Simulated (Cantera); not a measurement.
A closed system holds: 1 mol Cr2O3, 70 mol H2, 1.3 mol H2O, held at 1.00 bar.

Method: chemical equilibrium by Gibbs-energy minimisation in Cantera with the NASA 1993 tables (ideal gas, pure condensed phases). Candidate condensed phases: Cr, Cr2O3, H2O; 13 gas species. Kinetics and transport are ignored.

x: gas mole fraction; n: condensed amount in mol.

```json
[
 {"T (°C)": "1052", "x H2": "0.982", "x H2O": "0.0182", "x H": "1.62e-6", "x Cr": "2.26e-11", "x CrO": "<1e-12", "x OH": "4.39e-10", "x CrO2": "<1e-12", "n Cr2O3(s)": "1.00"},
 {"T (°C)": "1152", "x H2": "0.982", "x H2O": "0.0182", "x H": "6.76e-6", "x Cr": "8.71e-10", "x CrO": "4.31e-12", "x OH": "2.74e-9", "x CrO2": "<1e-12", "n Cr2O3(s)": "1.00"},
 {"T (°C)": "1252", "x H2": "0.982", "x H2O": "0.0182", "x H": "…", "x Cr": "…", "x CrO": "…", "x OH": "…", "x CrO2": "1.05e-12", "n Cr2O3(s)": "1.000"},
 {"T (°C)": "1352", "x H2": "0.982", "x H2O": "0.0182", "x H": "6.99e-5", "x Cr": "3.25e-7", "x CrO": "2.40e-9", "x OH": "5.47e-8", "x CrO2": "1.88e-11", "n Cr2O3(s)": "1.000"},
 {"T (°C)": "1452", "x H2": "0.982", "x H2O": "0.0182", "x H": "0.000184", "x Cr": "3.70e-6", "x CrO": "3.22e-8", "x OH": "1.88e-7", "x CrO2": "2.40e-10", "n Cr2O3(s)": "1.000"},
 {"T (°C)": "1552", "x H2": "0.981", "x H2O": "0.0183", "x H": "0.000436", "x Cr": "3.19e-5", "x CrO": "3.23e-7", "x OH": "5.68e-7", "x CrO2": "2.30e-9", "n Cr2O3(s)": "0.999"},
 {"T (°C)": "1652", "x H2": "0.980", "x H2O": "0.0185", "x H": "…", "x Cr": "…", "x CrO": "…", "x OH": "…", "x CrO2": "…", "n Cr2O3(s)": "0.992"},
 {"T (°C)": "1752", "x H2": "0.977", "x H2O": "0.0198", "x H": "0.00190", "x Cr": "0.00109", "x CrO": "1.53e-5", "x OH": "4.04e-6", "x CrO2": "1.11e-7", "n Cr2O3(s)": "0.961"}
]
```

Question: Fill in the missing entries.

Answer: 
- 1252, x H: 2.34e-5
- 1252, x Cr: 2.05e-8
- 1252, x CrO: 1.26e-10
- 1252, x OH: 1.35e-8
- 1652, x H: 0.000947
- 1652, x Cr: 0.000214
- 1652, x CrO: 2.51e-6
- 1652, x OH: 1.55e-6
- 1652, x CrO2: 1.75e-8
